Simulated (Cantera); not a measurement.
# Equilibrium for silicon oxide and oxynitride deposition: SiH2Cl2 + O3

Feed: 1 mol SiH2Cl2, 1.5 mol O3, held at 1.33 mbar.

These are equilibrium values from Cantera (NASA tables, ideal gas, pure condensed phases), not measurements of a reactor. Candidate condensed phases: H2O, Si, SiO2; 30 gas species. The tables hold silica as quartz up to 1696 K and as liquid above; real silica turns to tridymite and cristobalite and melts near 1996 K. Equilibrium is a limit: real reactors are often held back by kinetics, nucleation or transport.

At 823 K the condensed part is SiO2(α-quartz). From 973 K to 1573 K the condensed part is SiO2(β-quartz). At 1723 K the condensed part is SiO2(condensed).

```json
[
 {"T (K)": "823", "log p HCl": "-3.20", "log p O2": "-3.32", "log p Cl": "-6.77", "log p H2O": "-3.94", "log p Cl2": "-3.94", "n SiO2(α-quartz)": "1.00", "n SiO2(β-quartz)": "0", "n SiO2(condensed)": "0"},
 {"T (K)": "973", "log p HCl": "-3.15", "log p O2": "-3.31", "log p Cl": "-5.68", "log p H2O": "-4.17", "log p Cl2": "-4.17", "n SiO2(α-quartz)": "0", "n SiO2(β-quartz)": "1.00", "n SiO2(condensed)": "0"},
 {"T (K)": "1123", "log p HCl": "-3.13", "log p O2": "-3.30", "log p Cl": "-4.90", "log p H2O": "-4.33", "log p Cl2": "-4.39", "n SiO2(α-quartz)": "0", "n SiO2(β-quartz)": "1.00", "n SiO2(condensed)": "0"},
 {"T (K)": "1273", "log p HCl": "-3.13", "log p O2": "-3.31", "log p Cl": "-4.36", "log p H2O": "-4.37", "log p Cl2": "-4.69", "n SiO2(α-quartz)": "0", "n SiO2(β-quartz)": "1.00", "n SiO2(condensed)": "0"},
 {"T (K)": "1423", "log p HCl": "-3.16", "log p O2": "-3.32", "log p Cl": "-4.02", "log p H2O": "-4.26", "log p Cl2": "-5.11", "n SiO2(α-quartz)": "0", "n SiO2(β-quartz)": "1.00", "n SiO2(condensed)": "0"},
 {"T (K)": "1573", "log p HCl": "-3.20", "log p O2": "-3.34", "log p Cl": "-3.81", "log p H2O": "-4.10", "log p Cl2": "-5.56", "n SiO2(α-quartz)": "0", "n SiO2(β-quartz)": "1.00", "n SiO2(condensed)": "0"},
 {"T (K)": "1723", "log p HCl": "-3.25", "log p O2": "-3.36", "log p Cl": "-3.66", "log p H2O": "-3.96", "log p Cl2": "-5.99", "n SiO2(α-quartz)": "0", "n SiO2(β-quartz)": "0", "n SiO2(condensed)": "1.000"}
]
```
log p: log10 of the partial pressure in bar; n: condensed amount in mol.
